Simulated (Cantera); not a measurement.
A Cantera script and its output.

```python
import numpy as np
import cantera as ct

gas = ct.Solution("gri30.yaml")
gas.TPX = 1523, 100000, {'NO': 0.56, 'N2': 0.2}
reactor = ct.IdealGasConstPressureReactor(gas, energy="off", clone=False)
net = ct.ReactorNet([reactor])
net.rtol, net.atol = 1e-08, 1e-18
show = ['NO', 'O', 'N2', 'O2', 'NO2', 'N2O']
times = np.geomspace(0.0005, 40, 15)

steps = ct.SolutionArray(gas, extra=["t"])
rows = []
print(f"{'t/s':>10s}{'T/K':>9s}{'P/Pa':>11s}" + "".join(f"{s:>11s}" for s in show))
for t in times:
    while net.time < t:
        t_next = net.step()
        steps.append(gas.state, t=t_next)
    rows.append([np.interp(t, steps.t, y) for y in (steps.T, steps.P, *steps(*show).X.T)])
    print(f"{t:10.3e}{rows[-1][0]:9.1f}{rows[-1][1]:11.4g}" + "".join(f"{x:11.3e}" for x in rows[-1][2:]))
rate = np.gradient(steps.T, steps.t)
print("integrator steps:", len(steps.t))
if steps.T.max() > steps.T[0] + 200:
    print(f"time of steepest temperature rise: {steps.t[rate.argmax()]:.4e} s")
gas.TPX = 1523, 100000, {'NO': 0.56, 'N2': 0.2}
gas.equilibrate("TP")
print(f"equilibrium (TP): T = {gas.T:.1f} K  " + "  ".join(f"{s} {gas[s].X[0]:.3e}" for s in show))
```

It prints:

```
       t/s      T/K       P/Pa         NO          O         N2         O2        NO2        N2O
 5.000e-04   1523.0      1e+05  7.368e-01  4.515e-08  2.632e-01  2.390e-09  3.324e-06  3.312e-06
 1.120e-03   1523.0      1e+05  7.368e-01  4.895e-08  2.632e-01  9.372e-09  7.571e-06  7.337e-06
 2.508e-03   1523.0      1e+05  7.368e-01  5.755e-08  2.632e-01  4.468e-08  1.736e-05  1.604e-05
 5.619e-03   1523.0      1e+05  7.368e-01  7.718e-08  2.632e-01  2.627e-07  4.051e-05  3.402e-05
 1.258e-02   1523.0      1e+05  7.366e-01  1.218e-07  2.632e-01  1.933e-06  9.658e-05  6.772e-05
 2.819e-02   1523.0      1e+05  7.364e-01  2.145e-07  2.633e-01  1.672e-05  2.246e-04  1.187e-04
 6.314e-02   1523.0      1e+05  7.358e-01  3.413e-07  2.635e-01  1.289e-04  4.188e-04  1.670e-04
 1.414e-01   1523.0      1e+05  7.347e-01  4.099e-07  2.640e-01  5.878e-04  5.274e-04  1.846e-04
 3.168e-01   1523.0      1e+05  7.323e-01  4.544e-07  2.652e-01  1.720e-03  5.905e-04  1.844e-04
 7.095e-01   1523.0      1e+05  7.271e-01  5.357e-07  2.678e-01  4.247e-03  7.029e-04  1.816e-04
 1.589e+00   1523.0      1e+05  7.157e-01  6.798e-07  2.735e-01  9.807e-03  8.952e-04  1.757e-04
 3.560e+00   1523.0      1e+05  6.914e-01  9.129e-07  2.856e-01  2.173e-02  1.183e-03  1.635e-04
 7.973e+00   1523.0      1e+05  6.425e-01  1.256e-06  3.099e-01  4.586e-02  1.535e-03  1.406e-04
 1.786e+01   1523.0      1e+05  5.547e-01  1.708e-06  3.538e-01  8.957e-02  1.821e-03  1.043e-04
 4.000e+01   1523.0      1e+05  4.241e-01  2.214e-06  4.192e-01  1.549e-01  1.820e-03  6.060e-05
integrator steps: 1063
equilibrium (TP): T = 1523.0 K  NO 1.626e-03  O 3.366e-06  N2 6.308e-01  O2 3.676e-01  NO2 1.072e-05  N2O 8.861e-08
```

Model: GRI-Mech 3.0 (53 species, 325 reactions), integrated in Cantera.
